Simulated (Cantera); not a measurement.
## Moist CO burnout

An isothermal, constant-pressure homogeneous reactor starts with CO : O2 : H2O : N2 = 0.0027 : 0.0092 : 0.018 : 1 (molar parts), equivalence ratio 0.15, at 973 K and 7.50 bar.

Model: GRI-Mech 3.0 (53 species, 325 reactions), integrated in Cantera.

```tsv
t (s)	x CO	x O2	x H2O	x NO	x H2O2	x N2O	x OH
0.000900	0.00262	0.00893	0.0175	<1e-12	<1e-12	<1e-12	4.06e-12
0.00314	0.00262	0.00893	0.0175	<1e-12	<1e-12	<1e-12	5.94e-12
0.0110	0.00262	0.00893	0.0175	<1e-12	2.46e-12	1.33e-12	1.30e-11
0.0384	0.00262	0.00893	0.0175	<1e-12	4.21e-11	6.82e-12	5.12e-11
0.134	0.00262	0.00893	0.0175	<1e-12	6.41e-9	1.05e-10	7.18e-10
0.469	0.00248	0.00886	0.0175	<1e-12	2.72e-7	4.79e-9	7.91e-9
1.64	0.00194	0.00859	0.0175	<1e-12	2.11e-7	2.42e-8	7.36e-9
5.72	0.000961	0.00811	0.0175	<1e-12	8.65e-8	6.37e-8	5.45e-9
20.0	0.000248	0.00776	0.0175	<1e-12	1.19e-8	9.48e-8	2.59e-9
```
x: mole fraction; the columns are a selection and need not sum to one.

Equilibrium at this temperature and pressure: CO <1e-12, O2 0.00763, H2O 0.0175, NO 4.91e-6, H2O2 8.27e-12, N2O 1.26e-9, OH 7.40e-9 (gas phase only).
